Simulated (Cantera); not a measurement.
**Thermodynamics of silicon etching in halogen gases, feed Si + F₂**

Charge: 1 mol Si, a varied amount of F₂, held at 500 K and 44.3 Torr.

Equilibrium computed with Cantera from the NASA thermochemical tables; the gas is ideal and each condensed phase is pure. Candidate condensed phases: Si; 9 gas species. Equilibrium is a limit: real reactors are often held back by kinetics, nucleation or transport.

| n(F₂) (mol) | x SiF₄ | x F₂ | x F | n Si(s) |
|---|---|---|---|---|
| 1 | 1.00 | <1e-12 | <1e-12 | 0.500 |
| 1.5 | 1.00 | <1e-12 | <1e-12 | 0.250 |
| 2 | 1.00 | <1e-12 | <1e-12 | 0 |
| 2.9 | 0.526 | 0.474 | 1.56e-5 | 0 |
| 4 | 0.333 | 0.667 | 1.85e-5 | 0 |
| 5.6 | 0.217 | 0.783 | 2.00e-5 | 0 |
| 7.9 | 0.145 | 0.855 | 2.09e-5 | 0 |
x: gas mole fraction; n: condensed amount in mol.

From 1 mol F₂ to 1.5 mol F₂ the condensed part is Si(s). From 2 mol F₂ to 7.9 mol F₂ nothing is condensed. The main Si-bearing gas is SiF₄ throughout.
